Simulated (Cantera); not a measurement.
# Reactions in the system C-O-S

Standard-state values (1 bar) from the NASA 1993 polynomials, evaluated with Cantera. Values are per mole of reaction as written; species without (g) are pure solids or liquids, kept so even where they would boil at 1 bar.

3 C + 2 SO3(g) → S2(g) + 3 CO2(g)

```
T (K)  ΔH° (kJ)  ΔS° (J/K)  ΔG° (kJ)  log10 K
-----  --------  ---------  --------  -------
623      -259.7      342.1    -472.9    39.65
723      -260.8      340.5    -507.0    36.63
823      -262.2      338.7    -540.9    34.33
923      -263.7      337.0    -574.7    32.52
1023     -265.3      335.3    -608.3    31.06
1123     -267.0      333.7    -641.8    29.85
1223     -268.7      332.3    -675.1    28.83
1323     -270.4      330.9    -708.3    27.96
1423     -272.1      329.7    -741.3    27.21
```
